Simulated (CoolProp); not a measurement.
Computed with CoolProp (reference Helmholtz-energy equation of state, Gao 2020).

Task: Give the vapour pressure (MPa), enthalpy of vaporisation (kJ/kg), liquid cp (kJ/(kg K)), vapour Z of saturated ammonia at 41.25, 46.85 °C.

Result: 
```csv
T (°C),p (MPa),enthalpy of vaporisation (kJ/kg),liquid cp (kJ/(kg K)),vapour Z
41.25,1.61,1090,4.95,0.842
46.85,1.87,1070,5.02,0.826
```
